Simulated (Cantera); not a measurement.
Input: 1 mol Si, 0.91 mol N₂O, 32 mol H₂, held at 0.960 Pa.

These are equilibrium values from Cantera (NASA tables, ideal gas, pure condensed phases), not measurements of a reactor. Candidate condensed phases: H₂O, Si, SiO₂, Si₂N₂O, Si₃N₄; 35 gas species. Mutual solubility and eutectic melting of coexisting phases are not modelled. The tables hold silica as quartz up to 1696 K and as liquid above; real silica turns to tridymite and cristobalite and melts near 1996 K. Rates play no part.

**Question.** Which condensed phases are stable at each of these points (T (°C)): 727, 827, 927, 1027, 1127, 1227, 1327, 1427, 1527?

**Answer.** 
```json
[
 {"T (°C)": "727", "condensed phases": "SiO₂(β-quartz) + Si₂N₂O(s)", "Si condensed (%)": "100.0"},
 {"T (°C)": "827", "condensed phases": "SiO₂(β-quartz) + Si₂N₂O(s)", "Si condensed (%)": "99.9"},
 {"T (°C)": "927", "condensed phases": "SiO₂(β-quartz) + Si₂N₂O(s)", "Si condensed (%)": "94.4"},
 {"T (°C)": "1027", "condensed phases": "Si₂N₂O(s)", "Si condensed (%)": "18.0"},
 {"T (°C)": "1127", "condensed phases": "Si(s)", "Si condensed (%)": "8.7"},
 {"T (°C)": "1227", "condensed phases": "Si(s)", "Si condensed (%)": "5.2"},
 {"T (°C)": "1327", "condensed phases": "gas only", "Si condensed (%)": "0.0"},
 {"T (°C)": "1427", "condensed phases": "gas only", "Si condensed (%)": "0.0"},
 {"T (°C)": "1527", "condensed phases": "gas only", "Si condensed (%)": "0.0"}
]
```

From 727 °C to 927 °C the condensed part is SiO₂(β-quartz) + Si₂N₂O(s). At 1027 °C the condensed part is Si₂N₂O(s). From 1127 °C to 1227 °C the condensed part is Si(s). From 1327 °C to 1527 °C nothing is condensed.
